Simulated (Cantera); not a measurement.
## Ammonia decomposition in nitride growth gas

A perfectly stirred reactor is fed with NH3 : N2 = 1 : 9.1 (molar parts), at 0.582 atm; it is held at 2400 K, and followed from long to short residence time.

Computed with Cantera and the gas-phase N/H chemistry of the illustrative SiF4/NH3 mechanism in the Surface Chemkin manual (1991). Walls and surfaces, which speed up NH3 decomposition in real reactors, are not modelled.

```tsv
τ (s)	x NH3	x NH2	x H	x N	x NH	x N2H2
0.36	0.000141	1.71e-5	0.00502	1.73e-5	1.24e-5	3.51e-9
0.21	0.000344	3.02e-5	0.00364	1.58e-5	1.58e-5	8.12e-9
0.13	0.000810	5.11e-5	0.00261	1.36e-5	1.90e-5	1.70e-8
0.076	0.00182	8.48e-5	0.00191	1.21e-5	2.30e-5	3.50e-8
0.046	0.00341	0.000128	0.00152	1.16e-5	2.76e-5	6.44e-8
0.027	0.00611	0.000190	0.00122	1.14e-5	3.32e-5	1.17e-7
0.016	0.0103	0.000272	0.000996	1.13e-5	3.95e-5	2.03e-7
0.0097	0.0161	0.000375	0.000817	1.13e-5	4.60e-5	3.32e-7
```
x: mole fraction; the columns are a selection and need not sum to one.
